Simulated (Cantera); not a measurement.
A closed system holds: 1 mol CS2, 0.15 mol H2, equilibrated at 0.600 bar.

Equilibrium computed with Cantera from the NASA thermochemical tables; the gas is ideal and each condensed phase is pure. Candidate condensed phases: C, C6H6, C7H8, C8H18, S; 83 gas species. Kinetics and transport are ignored.

### Question
At 1575 °C, list the 6 most abundant gas species with their mole fractions, and the condensed phases.

### Answer
CS2 0.690, S2 0.155, H2 0.0996, H2S 0.0281, CS 0.0195, SH 0.00617. Condensed: C(graphite).
